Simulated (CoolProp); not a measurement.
Vapour-liquid equilibrium of isohexane (1) + benzene (2) at 95.35 °C; x and y are mole fractions of (1).

Values from CoolProp's multi-fluid Helmholtz-energy mixture model, Lemmon 2006 and Thol 2012; pair parameters Bell 2016.

Give the bubble pressure and the first vapour's composition at x = 0.05, 0.2, 0.8. Is there an azeotrope?

x = 0.05: 0.1727 MPa, y = 0.122; x = 0.2: 0.2038 MPa, y = 0.351; x = 0.8: 0.2635 MPa, y = 0.838. No azeotrope shows between x = 0.05 and 0.95.

Pair parameters are fitted to limited data, so mixtures are less certain than the pure fluids.
